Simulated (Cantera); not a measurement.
Cantera run, input and output.

```python
import numpy as np
import cantera as ct

surf = ct.Interface("diamond.yaml", "diamond_100")
gas, bulk = surf.adjacent["gas"], surf.adjacent["diamond"]
k = surf.kinetics_species_index(bulk.species_names[0])
cover = ["c6HH", "c6H*", "c6*H", "c6**", "c6HM", "c6B"]

rows, drift = [], 0.0
print(f"{'T':>10s}{'um/h':>11s}" + "".join(f"{s:>11s}" for s in cover))
for v in [900, 950, 1000, 1050, 1100, 1150, 1200, 1250, 1300, 1350, 1400]:
    T, P, xH, xCH3 = v, 5200, 0.0073, 0.00057
    gas.TPX = T, P, {"H": xH, "CH3": xCH3, "CH4": 0.0061, "H2": 1 - xH - xCH3 - 0.0061}
    surf.TP = bulk.TP = T, P
    surf.coverages = "c6H*:0.1, c6HH:0.9"
    surf.advance_coverages(100.0)
    before = surf.coverages
    surf.advance_coverages(100.0)
    drift = max(drift, np.max(np.abs(surf.coverages - before) / (surf.coverages + 1e-9)))
    rate = surf.net_production_rates[k] * bulk.mean_molecular_weight / bulk.density * 3.6e9
    rows.append([rate, *surf[cover].coverages])
    print(f"{v:10.4g}{rate:11.4e}" + "".join(f"{x:11.3e}" for x in rows[-1][1:]))
```

Output:

```
         T       um/h       c6HH       c6H*       c6*H       c6**       c6HM        c6B
       900 8.5491e+00  6.402e-01  9.730e-03  2.706e-01  3.986e-03  6.063e-02  2.320e-08
       950 1.1388e+01  6.031e-01  1.329e-02  3.138e-01  6.154e-03  4.875e-02  3.090e-08
      1000 1.4418e+01  5.656e-01  1.738e-02  3.544e-01  9.037e-03  3.907e-02  3.913e-08
      1050 1.7089e+01  5.294e-01  2.196e-02  3.918e-01  1.272e-02  3.050e-02  4.637e-08
      1100 1.8223e+01  4.958e-01  2.698e-02  4.262e-01  1.726e-02  2.208e-02  4.945e-08
      1150 1.6560e+01  4.649e-01  3.236e-02  4.576e-01  2.271e-02  1.381e-02  4.494e-08
      1200 1.2766e+01  4.358e-01  3.794e-02  4.846e-01  2.899e-02  7.161e-03  3.464e-08
      1250 9.2795e+00  4.078e-01  4.352e-02  5.061e-01  3.592e-02  3.196e-03  2.518e-08
      1300 7.3881e+00  3.816e-01  4.897e-02  5.225e-01  4.336e-02  1.325e-03  2.005e-08
      1350 6.7888e+00  3.576e-01  5.428e-02  5.345e-01  5.120e-02  5.380e-04  1.842e-08
      1400 6.6258e+00  3.362e-01  5.943e-02  5.432e-01  5.934e-02  2.172e-04  1.798e-08
```

Computed with Cantera and the Harris–Goodwin 1993 mechanism for the reconstructed diamond (100) surface.
